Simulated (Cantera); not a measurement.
An isothermal, constant-pressure homogeneous reactor starts with H₂ : O₂ : N₂ = 0.023 : 1 : 0.63 (molar parts), at 1250 K and 10.00 Torr.

Cantera simulation using the H2/O2 subset of GRI-Mech 3.0, which has no nitrogen chemistry; the numbers are that mechanism's predictions, not measurements. Radical loss at walls, strong at low pressure, is not modelled.

x: mole fraction; the columns are a selection and need not sum to one.

```
t (s)         x H₂   x O₂    x HO₂  x H    x H₂O₂
--------  --------  -----  -------  ---  --------
0.000200    0.0139  0.605  3.84e-9    …    <1e-12
0.000570    0.0139  0.605  1.09e-8    …  5.20e-12
0.00162     0.0139  0.605  3.22e-8    …  4.07e-11
0.00462     0.0118  0.603  1.05e-6    …   1.29e-8
0.0132    0.000121  0.593  9.17e-7    …   2.23e-8
0.0375    0.000104  0.594  8.68e-7    …   2.18e-8
0.107      7.33e-5  0.597  7.53e-7    …   2.10e-8
0.304      3.34e-5  0.600  5.24e-7    …   1.78e-8
0.866      8.67e-6  0.601  2.49e-7    …   1.12e-8
2.47       1.57e-6  0.602  7.86e-8    …   4.60e-9
7.02       2.74e-7  0.602  2.01e-8    …   1.36e-9
20.0       5.62e-8  0.602  6.57e-9    …  3.67e-10
```

**Question.** What belongs in the gaps?

**Answer.** 
- 0.000200, x H: 1.64e-9
- 0.000570, x H: 5.56e-9
- 0.00162, x H: 1.05e-7
- 0.00462, x H: 0.000300
- 0.0132, x H: 0.00106
- 0.0375, x H: 0.000853
- 0.107, x H: 0.000496
- 0.304, x H: 0.000149
- 0.866, x H: 1.94e-5
- 2.47, x H: 1.49e-6
- 7.02, x H: 1.09e-7
- 20.0, x H: 1.02e-8
